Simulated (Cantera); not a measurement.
Charge: 1 mol Si, 2.4 mol Cl2, 0.71 mol H2, at 1175 K and 0.750 bar.

Cantera equilibrium calculation (NASA polynomials, part measured and part estimated; ideal gas, pure solids and liquids). Candidate condensed phases: Si; 19 gas species. The tables' values for SiCl3 are old estimates; treat these amounts as uncertain. The numbers say what is thermodynamically allowed, not how fast it happens.

Base state: SiCl4 0.468, HCl 0.384, H2 0.142, SiHCl3 0.00407, SiCl3 0.00147, SiCl2 4.49e-5 (mole fractions); condensed: gas only.

Question: What changes in the equilibrium state with this change: Cl2 from 2.4 to 1.3 mol?

Answer: 
| species | before | after |
|---|---|---|
| H2 | 0.142 | 0.453 |
| SiCl4 | 0.468 | 0.379 |
| SiHCl3 | 0.00407 | 0.0942 |
| HCl | 0.384 | 0.0430 |
| SiCl3 | 0.00147 | 0.0190 |
| SiH3Cl | 1.38e-9 | 2.60e-5 |
| SiH2Cl2 | 4.55e-6 | 0.00300 |
| SiCl2 | 4.49e-5 | 0.00929 |
| Si(s), mol | 0 | 0.318 |
